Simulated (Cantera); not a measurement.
Charge: 1 mol Pb, 1.1 mol O₂, 20 mol CO, held at 0.133 bar.

Equilibrium computed with Cantera from the NASA thermochemical tables; the gas is ideal and each condensed phase is pure. Candidate condensed phases: C, Pb, PbO, PbO₂, Pb₃O₄; 15 gas species. Kinetics and transport are ignored.

Problem. At 677 °C, list the 3 most abundant gas species with their mole fractions, and the condensed phases.

Solution. CO 0.842, CO₂ 0.158, Pb 3.77e-5. Condensed: C(graphite) + Pb(l).
